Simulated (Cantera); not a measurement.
A perfectly stirred reactor is fed with H2 : O2 : N2 = 1 : 0.357 : 1.34 (molar parts), at 0.830 bar; it is adiabatic with a 350 K inlet, and is followed from long to short residence time, starting on the burning branch (τ in s: 0.4, 0.2, 0.099, 0.049, 0.024, 0.012, 0.006, 0.003, 0.0015, 0.00074, 0.00037, 0.00018, 9.1e-05).

Cantera simulation using GRI-Mech 3.0 (53 species, 325 reactions); the numbers are that mechanism's predictions, not measurements.

Task: What does this change do: N2 1.34 to 0.94 parts?

Result: 
```
quantity                                                                          before                                   after
------------------------------------------------  --------------------------------------  --------------------------------------
blow-out, bracketed by the residence times tried  burning at 91.0 µs, the shortest tried  burning at 91.0 µs, the shortest tried
x(H2) at τ = 0.400 s                                                               0.121                                   0.145
x(O2) at τ = 0.400 s                                                             5.44e-5                                0.000411
x(H2O) at τ = 0.400 s                                                              0.302                                   0.355
x(O) at τ = 0.400 s                                                              4.70e-5                                0.000408
x(HO2) at τ = 0.400 s                                                            3.04e-8                                 2.70e-7
x(H2) at τ = 6.00 ms                                                               0.118                                   0.143
x(O2) at τ = 6.00 ms                                                            0.000627                                0.000955
x(H2O) at τ = 6.00 ms                                                              0.294                                   0.349
x(O) at τ = 6.00 ms                                                             0.000485                                0.000864
x(HO2) at τ = 6.00 ms                                                            3.84e-7                                 5.91e-7
```
